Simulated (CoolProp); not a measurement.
Vapour-liquid equilibrium of m-xylene (1) + o-xylene (2) at 224.65 °C; x and y are mole fractions of (1).

The numbers come from the multi-fluid Helmholtz-energy mixture model, Zhou 2012 and Zhou 2012; pair parameters Bell 2016 in CoolProp.

| x | bubble pressure (bar) | y at the bubble point | dew pressure at overall composition x (bar) | liquid density (mol/L) |
|---|---|---|---|---|
| 0.05 | 5.789 | 0.054 | 5.787 | 6.422 |
| 0.125 | 5.839 | 0.135 | 5.832 | 6.406 |
| 0.2 | 5.890 | 0.216 | 5.880 | 6.390 |
| 0.275 | 5.944 | 0.295 | 5.930 | 6.373 |
| 0.35 | 5.998 | 0.373 | 5.982 | 6.356 |
| 0.425 | 6.053 | 0.450 | 6.035 | 6.339 |
| 0.5 | ___ | 0.525 | 6.090 | 6.323 |
| 0.575 | 6.164 | 0.599 | 6.146 | 6.306 |
| 0.65 | 6.220 | ___ | 6.203 | 6.289 |
| 0.725 | 6.274 | 0.744 | 6.260 | 6.273 |
| 0.8 | 6.328 | ___ | 6.317 | 6.256 |
| 0.875 | 6.380 | 0.885 | 6.373 | 6.240 |
| 0.95 | 6.431 | 0.954 | 6.428 | 6.224 |

Q: What belongs in the gaps?

A: 
- 0.5, bubble pressure (bar): 6.109
- 0.65, y at the bubble point: 0.672
- 0.8, y at the bubble point: 0.815

No azeotrope shows between x = 0.05 and 0.95.

The pair parameters rest on a limited set of measurements; away from them the model extrapolates.
